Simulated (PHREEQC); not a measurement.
AlCl3 is added in steps, without added water, to 1 kg of water holding 0.0081 mol/kgw H2SO4, 0.0013 mol/kgw ZnSO4 and 0.028 mol/kgw MnSO4, at 25 °C. No oxygen is let in. CO2 from the air is kept out. The run lets Al(OH)3(a), Pyrochroite, Zn(OH)2(e) precipitate or redissolve, and no other solid.

Base run: PHREEQC, ion-association model, phreeqc.dat. Each further column changes one thing. The table gives Al+3 (mol/kgw).

```json
[
 {"AlCl3 added (mol)": "0", "base": "0", "database wateq4f.dat": "0", "Davies equation for every ion": "0", "Debye-Hückel limiting law": "0"},
 {"AlCl3 added (mol)": "0.00285", "base": "0.000387", "database wateq4f.dat": "0.000388", "Davies equation for every ion": "0.000572", "Debye-Hückel limiting law": "0.00168"},
 {"AlCl3 added (mol)": "0.00665", "base": "0.00107", "database wateq4f.dat": "0.00107", "Davies equation for every ion": "0.00156", "Debye-Hückel limiting law": "0.00456"},
 {"AlCl3 added (mol)": "0.0095", "base": "0.00171", "database wateq4f.dat": "0.00172", "Davies equation for every ion": "0.00249", "Debye-Hückel limiting law": "0.00711"},
 {"AlCl3 added (mol)": "0.01235", "base": "0.00250", "database wateq4f.dat": "0.00250", "Davies equation for every ion": "0.00359", "Debye-Hückel limiting law": "0.00990"},
 {"AlCl3 added (mol)": "0.01615", "base": "0.00377", "database wateq4f.dat": "0.00378", "Davies equation for every ion": "0.00531", "Debye-Hückel limiting law": "0.0138"},
 {"AlCl3 added (mol)": "0.019", "base": "0.00490", "database wateq4f.dat": "0.00491", "Davies equation for every ion": "0.00677", "Debye-Hückel limiting law": "0.0169"}
]
```

 phreeqc.dat and wateq4f.dat share most of their constants, so their agreement is no independent check. Solids allowed in the column 'database wateq4f.dat': Al(OH)3(a), Pyrochroite, Zn(OH)2-e, Zn4(OH)6SO4, Zn5(OH)8Cl2, Basaluminite, Goslarite.
